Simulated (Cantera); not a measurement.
What does this Cantera script print?

```python
import numpy as np
import cantera as ct

gas = ct.Solution("gri30.yaml")
gas.TPX = 475, 760000, {'CO': 1.3, 'H2': 1, 'CH4': 0.15, 'O2': 2.6, 'N2': 9.78}
inlet = ct.Reservoir(gas, clone=True)
gas.equilibrate("HP")  # start burning
reactor = ct.IdealGasConstPressureReactor(gas, energy="on", clone=False)
exhaust = ct.Reservoir(gas, clone=True)
tau = [0.051, 0.027, 0.014, 0.0076, 0.0041, 0.0022, 0.0011, 0.00061, 0.00033, 0.00017, 9.2e-05, 4.9e-05][0]
for a, b in ((inlet, reactor), (reactor, exhaust)):
    ct.MassFlowController(a, b, mdot=lambda t: reactor.mass / tau)
net = ct.ReactorNet([reactor])
show = ['CO', 'H2', 'CH4', 'CO2', 'H2O', 'C2H2']

rows = []
print(f"{'tau/s':>10s}{'T/K':>9s}" + "".join(f"{s:>11s}" for s in show))
for tau in [0.051, 0.027, 0.014, 0.0076, 0.0041, 0.0022, 0.0011, 0.00061, 0.00033, 0.00017, 9.2e-05, 4.9e-05]:
    net.initial_time = 0.0
    net.advance(30 * tau)
    before = gas.X
    net.advance(40 * tau)
    drift = np.max(np.abs(gas.X - before) / (gas.X + 1e-9))
    rows.append([gas.T, *gas[show].X, drift])
    print(f"{tau:10.3e}{gas.T:9.1f}" + "".join(f"{x:11.3e}" for x in gas[show].X))
```

Output:

```
     tau/s      T/K         CO         H2        CH4        CO2        H2O       C2H2
 5.100e-02   1926.7  2.598e-04  3.608e-05  7.631e-07  1.057e-01  9.456e-02  1.236e-11
 2.700e-02   1925.4  3.792e-04  4.825e-05  1.276e-06  1.056e-01  9.450e-02  2.930e-11
 1.400e-02   1923.2  5.777e-04  6.877e-05  2.086e-06  1.053e-01  9.439e-02  6.147e-11
 7.600e-03   1920.1  8.649e-04  9.866e-05  3.204e-06  1.050e-01  9.426e-02  1.080e-10
 4.100e-03   1915.4  1.305e-03  1.445e-04  4.855e-06  1.046e-01  9.407e-02  1.728e-10
 2.200e-03   1908.5  1.975e-03  2.139e-04  7.316e-06  1.038e-01  9.381e-02  2.560e-10
 1.100e-03   1897.1  3.131e-03  3.321e-04  1.153e-05  1.026e-01  9.342e-02  3.685e-10
 6.100e-04   1882.6  4.629e-03  4.820e-04  1.707e-05  1.010e-01  9.298e-02  4.800e-10
 3.300e-04   1860.8  6.952e-03  7.083e-04  2.608e-05  9.847e-02  9.237e-02  6.141e-10
 1.700e-04   1825.6  1.082e-02  1.070e-03  4.265e-05  9.432e-02  9.150e-02  7.950e-10
 9.200e-05   1775.6  1.651e-02  1.581e-03  7.175e-05  8.822e-02  9.040e-02  1.043e-09
 4.900e-05   1689.7  2.675e-02  2.512e-03  1.442e-04  7.728e-02  8.872e-02  1.567e-09
```

Computed with Cantera and GRI-Mech 3.0 (53 species, 325 reactions).
